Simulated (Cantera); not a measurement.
Input: 1 mol SiCl4, 4.8 mol NH3, a varied amount of H2, 3.5 mol N2, at 1698.15 K and 750 Torr.

Method: chemical equilibrium by Gibbs-energy minimisation in Cantera with the NASA 1993 tables (ideal gas, pure condensed phases). Candidate condensed phases: NH4Cl, Si, Si3N4; 28 gas species. Equilibrium is a limit: real reactors are often held back by kinetics, nucleation or transport.

Problem. What share of the Si ends up in condensed phases as a function of n(H2) (mol), at 2.3, 4, 6.7, 11, 19, 33, 56, 95?

Solution. 
```csv
n(H2) (mol),Si condensed (%),as
2.3,77.7,Si3N4(s)
4,80.4,Si3N4(s)
6.7,83.3,Si3N4(s)
11,86.2,Si3N4(s)
19,89.0,Si3N4(s)
33,91.4,Si3N4(s)
56,93.1,Si3N4(s)
95,94.3,Si3N4(s)
```
